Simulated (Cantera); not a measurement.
Cantera with NASA thermochemical tables; ideal gases at 1 bar, condensed phases pure. Values are per mole of reaction as written; species without (g) are pure solids or liquids, kept so even where they would boil at 1 bar.

Ta₂O₅ ⇌ 5 O(g) + 2 Ta, with ΔH° = 3291.9 kJ and ΔS° = 745.2 J/K at 300 K.

Q: How far is the shortcut ΔG° ≈ ΔH°(300 K) − T·ΔS°(300 K) from the full temperature-dependent value at 900, 1100, 1300, 1500, 1700, 1900, 2100 K?

A: 
| T (K) | shortcut (kJ) | full (kJ) | difference (kJ) | difference in log10 K | condensed phases |
|---|---|---|---|---|---|
| 900 | 2621.2 | 2618.3 | 2.9 | -0.17 | Ta₂O₅(s), Ta(s) |
| 1100 | 2472.2 | 2469.4 | 2.7 | -0.13 | Ta₂O₅(s), Ta(s) |
| 1300 | 2323.1 | 2321.4 | 1.7 | -0.07 | Ta₂O₅(s), Ta(s) |
| 1500 | 2174.1 | 2174.2 | -0.1 | 0.00 | Ta₂O₅(s), Ta(s) |
| 1700 | 2025.0 | 2027.8 | -2.7 | 0.08 | Ta₂O₅(s), Ta(s) |
| 1900 | 1876.0 | 1882.1 | -6.1 | 0.17 | Ta₂O₅(s), Ta(s) |
| 2100 | 1727.0 | 1739.5 | -12.6 | 0.31 | Ta₂O₅(l), Ta(s) |
The shortcut ignores heat capacities and the phase changes listed.
